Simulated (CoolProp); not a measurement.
The fluid at 281.34 K and 5.44 MPa is throttled through a valve to 0.192 MPa with no heat exchange. The same conditions are run with several fluids, on thermodynamics alone (safety and materials aside).

Computed with CoolProp (reference Helmholtz-energy equation of state of each fluid (n-perfluorohexane: Gao 2022; propylene: Lemmon 2013; R11: Jacobsen 1992; R236EA: Rui 2013; R143a: Lemmon and Jacobsen 2000)).

Q: Rank n-perfluorohexane, propylene, R11, R236EA, R143a by temperature change (K), highest first.

A: R11 (+2.3), n-perfluorohexane (+1.6), R236EA (+1.3), propylene (-40.7), R143a (-41.0)

| fluid | final phase | final density (kg/m³) |
|---|---|---|
| n-perfluorohexane | liquid | 1720 |
| propylene | two-phase, vapour fraction 0.234 | 17.9 |
| R11 | liquid | 1510 |
| R236EA | liquid | 1470 |
| R143a | two-phase, vapour fraction 0.275 | 31.1 |
